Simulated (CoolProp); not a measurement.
Dimethyl carbonate at several states: Z from the reference equation and from simpler models built on Tc = 283.9 °C, pc = 4909 kPa, ω = 0.346; each cubic takes its own stable root.

Model: reference Helmholtz-energy equation of state, Zhou 2011, in CoolProp.

```csv
T (°C),p (kPa),phase,reference,van der Waals,Redlich-Kwong,Peng-Robinson
267.55,1520,gas,0.8710,0.8913,0.8746,0.8601
321.55,298,gas,0.9830,0.9845,0.9827,0.9813
185.35,3020,liquid,0.08607,0.1464,0.1044,0.08649
```
